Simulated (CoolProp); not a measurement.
Vapour-liquid equilibrium of R245fa (1) + isopentane (2) at 391.3 K; x and y are mole fractions of (1).

Model: multi-fluid Helmholtz-energy mixture model, Akasaka 2015 and Lemmon 2006; pair parameters Bell 2016, in CoolProp.

Problem. Give the bubble pressure and the first vapour's composition at x = 0.05, 0.5, 0.65. Is there an azeotrope?

Solution. x = 0.05: 1200 kPa, y = 0.136; x = 0.5: 1973 kPa, y = 0.603; x = 0.65: 2060 kPa, y = 0.687. y crosses x between x = 0.65 and 0.8: the model has an azeotrope there.

Pair parameters are fitted to limited data, so mixtures are less certain than the pure fluids.
